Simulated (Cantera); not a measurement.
A freely propagating, adiabatic, planar premixed flame of 12.8 % CH₄, 18.3 % O₂, 68.8 % N₂, unburnt at 625 K and 750 Torr; mixture-averaged transport, grid criteria slope 0.08 and curve 0.16, no radiation.

Detailed kinetics in Cantera: GRI-Mech 3.0 (53 species, 325 reactions). Burning velocities carry a grid error of a few per cent, more on coarse grids.

### Question
Predict: laminar burning velocity; thermal thickness; peak x(C₂H₂); peak x(CH₂).

### Answer
| Property | Result |
|---|---|
| laminar burning velocity | 82.8 cm/s |
| thermal thickness | 0.463 mm |
| peak x(C₂H₂) | 0.00167 |
| peak x(CH₂) | 9.32e-5 |
